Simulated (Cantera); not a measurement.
A Cantera script and what it prints.

```python
import numpy as np
import cantera as ct

gas_names = [...]  # 109 gases of nasa_gas.yaml made of C, Cl, H, Si
cond_names = """
    C(gr) C6H6(L) C7H8(L) C8H18(L),n-octa Si(cr) Si(L) SiC(b)
""".split()


# ... load() reads the species with a 1 bar reference pressure and builds the phases ...
atoms = {
    'CH3SiCl3': {'C': 1, 'H': 3, 'Si': 1, 'CL': 3},
    'CH4': {'C': 1, 'H': 4},
    'H2': {'H': 2},
}
top_T = {'C(gr)': 4500, 'SiC(b)': 3050}  # K; cautious upper limits of use, not melting points


# ... equilibrate(T, P, feed) seeds the gas with the atoms and calls Mixture.equilibrate('TP', solver="vcs", rtol=1e-11, max_steps=5000) ...
results = []
feed = {'CH3SiCl3': 1, 'CH4': 0.017, 'H2': 14}  # mol
T = 2425  # K
P = 420  # Pa
mix = equilibrate(T, P, feed)
results.append((T, P, feed, dict(zip(mix.species_names, mix.species_moles))))
x = sorted(zip(gas.X, gas.species_names), reverse=True)
print(f"T = {T:g} K  P = {P:g} Pa  gas = {mix.phase_moles(0):.4g} mol")
print("   x: " + "  ".join(f"{s} {v:.3e}" for v, s in x if v > 0.0001))
print("   condensed (mol): " + ("  ".join(f"{mix.phase(i).name} {mix.phase_moles(i):.4g}"
      for i in range(1, mix.n_phases) if mix.phase_moles(i) > 1e-12) or "none"))
```

Output:

```
T = 2425 K  P = 420 Pa  gas = 20.41 mol
   x: H2 5.933e-01  H 2.127e-01  HCL 1.127e-01  Si 3.510e-02  CL 2.874e-02  SiC2 7.282e-03  C2H2,acetylene 4.632e-03  SiCL2 1.858e-03  SiCL 1.819e-03  Si2C 1.140e-03  SiH 5.205e-04  C2H 1.012e-04
   condensed (mol): C(gr) 0.4986
```

Cantera equilibrium calculation (NASA polynomials, part measured and part estimated; ideal gas, pure solids and liquids). The feed counts by its element totals alone. The tables' values for SiCl are old estimates; treat these amounts as uncertain. Gases not in the tables: Si2H6 and higher silanes.
